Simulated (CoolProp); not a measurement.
Vapour-liquid equilibrium of R114 (1) + R113 (2) at 351.1 K; x and y are mole fractions of (1).

Model: multi-fluid Helmholtz-energy mixture model, Platzer 1990 and Marx 1992; pair parameters Bell 2016, in CoolProp. This equation is an older, rougher fit; its heat capacities, sound speeds and derivatives of the liquid may be far off and weren't checked against measurements.

### Question
Give the bubble pressure and the first vapour's composition at x = 0.35, 0.65, 0.95. Is there an azeotrope?

### Answer
x = 0.35: 462.9 kPa, y = 0.620; x = 0.65: 653.0 kPa, y = 0.842; x = 0.95: 853.4 kPa, y = 0.980. No azeotrope shows between x = 0.05 and 0.95.

The pair parameters rest on a limited set of measurements; away from them the model extrapolates.
